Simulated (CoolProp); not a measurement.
Vapour-liquid equilibrium of p-xylene (1) + n-nonane (2) at 417 K; x and y are mole fractions of (1).

Computed with CoolProp (multi-fluid Helmholtz-energy mixture model, Zhou 2012 and Lemmon 2006; pair parameters Bell 2016).

```tsv
x	bubble pressure (MPa)	y at the bubble point	dew pressure at overall composition x (MPa)	liquid density (mol/L)
0.05	0.08607	0.071	?	4.878
0.15	?	?	?	5.046
0.25	0.09338	0.317	0.09134	5.226
0.35	?	0.425	0.09439	5.418
0.45	0.09998	0.526	0.09753	5.622
0.55	0.1031	0.622	?	5.841
0.65	0.1063	0.713	0.1041	?
0.75	0.1094	?	0.1076	6.327
0.85	0.1125	0.883	0.1112	6.597
0.95	0.1156	0.962	0.1151	6.887
```

### Question
Fill in the missing entries.

### Answer

- 0.05, dew pressure at overall composition x (MPa): 0.08548
- 0.15, bubble pressure (MPa): 0.08984
- 0.15, y at the bubble point: 0.200
- 0.15, dew pressure at overall composition x (MPa): 0.08837
- 0.35, bubble pressure (MPa): 0.09674
- 0.55, dew pressure at overall composition x (MPa): 0.1008
- 0.65, liquid density (mol/L): 6.075
- 0.75, y at the bubble point: 0.800

No azeotrope shows between x = 0.05 and 0.95.

The pair parameters rest on a limited set of measurements; away from them the model extrapolates.
